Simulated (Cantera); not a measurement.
An isothermal, constant-pressure homogeneous reactor starts with 78.7 % NO, 21.3 % N2, at 1673 K and 1.01 bar.

Cantera simulation using GRI-Mech 3.0 (53 species, 325 reactions); the numbers are that mechanism's predictions, not measurements.

### Question
Predict: x(NO) at 30.0 s; x(N2O) at 30.0 s; x(O) at 30.0 s; x(N2) at 30.0 s; x(NO2) at 30.0 s.

### Answer
```
Item                                                Result
----------------  ----------------------------------------
x(NO) at 30.0 s      0.164 (gas-phase equilibrium 0.00314)
x(N2O) at 30.0 s   1.00e-5 (gas-phase equilibrium 1.63e-7)
x(O) at 30.0 s     1.87e-5 (gas-phase equilibrium 2.09e-5)
x(N2) at 30.0 s        0.524 (gas-phase equilibrium 0.605)
x(NO2) at 30.0 s  0.000671 (gas-phase equilibrium 1.44e-5)
```
